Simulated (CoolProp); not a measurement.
Aqueous potassium carbonate as a coolant, 3 % by mass, freezing at -0.9 °C, 1 atm.

Computed with CoolProp (Melinder's fits for secondary coolants).

```csv
T (°C),density (kg/m³),conductivity (W/(m K)),cp (kJ/(kg K)),Prandtl number
3.6,…,…,3.999,11.8
12.4,…,0.583,4.000,8.88
21.3,…,…,…,6.92
30.1,1023,0.613,4.013,…
39,1019,0.627,…,4.56
```

Question: What belongs in the gaps?

Answer: 
- 3.6, density (kg/m³): 1029
- 3.6, conductivity (W/(m K)): 0.567
- 12.4, density (kg/m³): 1028
- 21.3, density (kg/m³): 1025
- 21.3, conductivity (W/(m K)): 0.598
- 21.3, cp (kJ/(kg K)): 4.005
- 30.1, Prandtl number: 5.57
- 39, cp (kJ/(kg K)): 4.022
